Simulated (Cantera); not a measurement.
# Equilibrium for boron, boron nitride and boron oxide: BF₃ + NH₃ + O₂

A closed system holds: 1 mol BF₃, 3.4 mol NH₃, 1.3 mol O₂, at 6900 Pa.

Method: chemical equilibrium by Gibbs-energy minimisation in Cantera with the NASA 1993 tables (ideal gas, pure condensed phases). Candidate condensed phases: B, BN, B₂O₃, B₃O₃H₃, H₂O; 62 gas species. The tables' values for BF₂ are old estimates; treat these amounts as uncertain. Gases not in the tables: H₃BO₃. The numbers say what is thermodynamically allowed, not how fast it happens.

```
T (K)  log p H₂  log p HF  log p N₂  log p H₂O  log p BOF  log p H  log p BF₃  log p HBO₂
-----  --------  --------  --------  ---------  ---------  -------  ---------  ----------
1423      -1.69     -1.85     -1.86      -1.88      -2.36    -6.02      -2.78       -2.88
1523      -1.70     -1.80     -1.87      -1.92      -2.25    -5.49      -3.10       -2.83
1623      -1.71     -1.78     -1.87      -1.94      -2.22    -5.01      -3.49       -2.83
1723      -1.71     -1.77     -1.87      -1.95      -2.21    -4.59      -3.89       -2.82
1823      -1.71     -1.77     -1.88      -1.96      -2.21    -4.22      -4.26       -2.81
1923      -1.71     -1.76     -1.88      -1.96      -2.21    -3.88      -4.60       -2.81
2023      -1.71     -1.76     -1.88      -1.96      -2.21    -3.58      -4.91       -2.80
2123      -1.72     -1.76     -1.88      -1.96      -2.21    -3.30      -5.19       -2.80
2223      -1.72     -1.76     -1.88      -1.97      -2.22    -3.05      -5.45       -2.80
2323      -1.73     -1.76     -1.88      -1.98      -2.22    -2.83      -5.68       -2.80
2423      -1.74     -1.77     -1.88      -1.99      -2.23    -2.62      -5.90       -2.81
```
log p: log10 of the partial pressure in bar; nothing condenses.

From 1423 K to 2423 K nothing is condensed.
